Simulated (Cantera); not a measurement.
Charge: 1 mol SiO₂, a varied amount of C, 0.22 mol CO, equilibrated at 1448 K and 133 Pa.

Method: chemical equilibrium by Gibbs-energy minimisation in Cantera with the NASA 1993 tables (ideal gas, pure condensed phases). Candidate condensed phases: C, Si, SiC, SiO₂; 20 gas species. Mutual solubility and eutectic melting of coexisting phases are not modelled. The tables hold silica as quartz up to 1696 K and as liquid above; real silica turns to tridymite and cristobalite and melts near 1996 K. The numbers say what is thermodynamically allowed, not how fast it happens.

x: gas mole fraction; n: condensed amount in mol.

```json
[
 {"n(C) (mol)": "0.49", "x CO": "0.978", "x SiO": "0.0217", "x CO₂": "5.14e-6", "x Si": "4.88e-8", "n SiC(s)": "0.159", "n SiO₂(β-quartz)": "0.829", "n C(graphite)": "0"},
 {"n(C) (mol)": "0.58", "x CO": "0.978", "x SiO": "0.0217", "x CO₂": "5.14e-6", "x Si": "4.88e-8", "n SiC(s)": "0.189", "n SiO₂(β-quartz)": "0.798", "n C(graphite)": "0"},
 {"n(C) (mol)": "0.68", "x CO": "0.978", "x SiO": "0.0217", "x CO₂": "5.14e-6", "x Si": "4.88e-8", "n SiC(s)": "0.222", "n SiO₂(β-quartz)": "0.763", "n C(graphite)": "0"},
 {"n(C) (mol)": "0.8", "x CO": "0.978", "x SiO": "0.0217", "x CO₂": "5.14e-6", "x Si": "4.88e-8", "n SiC(s)": "?", "n SiO₂(β-quartz)": "0.722", "n C(graphite)": "0"},
 {"n(C) (mol)": "0.94", "x CO": "0.978", "x SiO": "0.0217", "x CO₂": "5.14e-6", "x Si": "4.88e-8", "n SiC(s)": "0.307", "n SiO₂(β-quartz)": "0.674", "n C(graphite)": "0"},
 {"n(C) (mol)": "1.1", "x CO": "0.978", "x SiO": "0.0217", "x CO₂": "5.14e-6", "x Si": "4.88e-8", "n SiC(s)": "0.360", "n SiO₂(β-quartz)": "0.619", "n C(graphite)": "0"},
 {"n(C) (mol)": "1.3", "x CO": "0.978", "x SiO": "0.0217", "x CO₂": "5.14e-6", "x Si": "4.88e-8", "n SiC(s)": "0.425", "n SiO₂(β-quartz)": "0.550", "n C(graphite)": "0"},
 {"n(C) (mol)": "1.5", "x CO": "0.978", "x SiO": "0.0217", "x CO₂": "5.14e-6", "x Si": "4.88e-8", "n SiC(s)": "0.491", "n SiO₂(β-quartz)": "0.482", "n C(graphite)": "0"},
 {"n(C) (mol)": "1.8", "x CO": "0.978", "x SiO": "0.0217", "x CO₂": "5.14e-6", "x Si": "4.88e-8", "n SiC(s)": "0.589", "n SiO₂(β-quartz)": "0.379", "n C(graphite)": "0"},
 {"n(C) (mol)": "2.1", "x CO": "0.978", "x SiO": "0.0217", "x CO₂": "5.14e-6", "x Si": "4.88e-8", "n SiC(s)": "?", "n SiO₂(β-quartz)": "?", "n C(graphite)": "0"},
 {"n(C) (mol)": "2.4", "x CO": "0.978", "x SiO": "0.0217", "x CO₂": "5.14e-6", "x Si": "4.88e-8", "n SiC(s)": "0.786", "n SiO₂(β-quartz)": "0.173", "n C(graphite)": "0"},
 {"n(C) (mol)": "2.9", "x CO": "0.978", "x SiO": "0.0217", "x CO₂": "5.14e-6", "x Si": "4.88e-8", "n SiC(s)": "0.951", "n SiO₂(β-quartz)": "0.00123", "n C(graphite)": "0"},
 {"n(C) (mol)": "3.4", "x CO": "0.998", "x SiO": "0.00156", "x CO₂": "1.42e-6", "x Si": "1.30e-8", "n SiC(s)": "0.997", "n SiO₂(β-quartz)": "0", "n C(graphite)": "0.407"}
]
```

Some entries are withheld; supply them.


- 0.8, n SiC(s): 0.261
- 2.1, n SiC(s): 0.688
- 2.1, n SiO₂(β-quartz): 0.276
